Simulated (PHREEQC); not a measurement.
Make-up at 20 °C: 0.017 mol/kgw KHCO3, 0.025 mol/kgw NaF and 0.033 mol/kgw NaCl. Closed to the air; pH follows from the charge balance.

Equilibrium calculation in PHREEQC: ion-association model, phreeqc.dat.

```yaml
pH: 8.12
ionic_strength: 0.0743 mol/kgw
specific_conductance: 6580 µS/cm
density: 1.002 g/cm³
total_alkalinity: 17.0 meq/kg
```

```tsv
species	molality	activity	log γ
Na+	0.0571	0.0459	-0.095
Cl-	0.0330	0.0260	-0.103
F-	0.0245	0.0192	-0.105
K+	0.0170	0.0134	-0.104
HCO3-	0.0162	0.0131	-0.093
NaF	0.000499	0.000508	0.007
NaHCO3	0.000341	0.000347	0.007
CO2	0.000234	0.000238	0.007
CO3-2	0.000172	7.31e-5	-0.372
NaCO3-	6.05e-5	4.84e-5	-0.097
OH-	1.15e-6	9.07e-7	-0.105
HF	1.95e-7	1.99e-7	0.007
HF2-	1.76e-8	1.41e-8	-0.097
H+	8.97e-9	7.53e-9	-0.076
```

This is a speciation only: nothing precipitates in the calculation. Species that the database lacks are ignored.
